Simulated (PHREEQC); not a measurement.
Solution (40 °C): 0.34 mol/kgw NaBr, 0.15 mol/kgw SrCl2 and 2.1e-06 mol/kgw H4SiO4. It is in equilibrium with CO2 at log p = 0 (atm). Otherwise closed; pH follows from the charge balance.

All values are PHREEQC results (ion-association model, wateq4f.dat), not measurements.

No solid was allowed to form.

**Question.** Estimate the pH.

**Answer.** pH 3.79.

The ionic strength is past about 0.7 mol/kgw, beyond the range of this activity model, so the values are rough. Constants without temperature data keep their 25 °C values here.
